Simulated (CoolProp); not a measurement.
Vapour-liquid equilibrium of R125 (1) + R236FA (2) at 277.3 K; x and y are mole fractions of (1).

Values from CoolProp's multi-fluid Helmholtz-energy mixture model, Lemmon 2005 and Pan 2012; pair parameters Bell 2016.

| x | bubble pressure (bar) | y at the bubble point | dew pressure at overall composition x (bar) | liquid density (mol/L) |
|---|---|---|---|---|
| 0.05 | 1.568 | 0.218 | 1.332 | 9.471 |
| 0.125 | 2.012 | 0.427 | 1.428 | (withheld) |
| 0.2 | 2.458 | (withheld) | 1.539 | 9.700 |
| 0.275 | 2.908 | 0.658 | 1.669 | 9.815 |
| 0.35 | 3.363 | 0.729 | 1.823 | 9.930 |
| 0.425 | 3.822 | 0.784 | 2.007 | 10.05 |
| 0.5 | 4.287 | (withheld) | 2.231 | 10.16 |
| 0.575 | 4.760 | 0.866 | 2.509 | 10.27 |
| 0.65 | 5.239 | 0.897 | 2.866 | 10.38 |
| 0.725 | 5.728 | 0.924 | 3.334 | 10.49 |
| 0.8 | 6.228 | 0.947 | 3.976 | (withheld) |
| 0.875 | 6.740 | 0.969 | 4.896 | 10.69 |
| 0.95 | 7.267 | 0.988 | 6.288 | 10.78 |

Task: Complete the blanks.

Result: 
- 0.125, liquid density (mol/L): 9.585
- 0.2, y at the bubble point: 0.562
- 0.5, y at the bubble point: 0.829
- 0.8, liquid density (mol/L): 10.59

No azeotrope shows between x = 0.05 and 0.95.

The pair parameters rest on a limited set of measurements; away from them the model extrapolates.
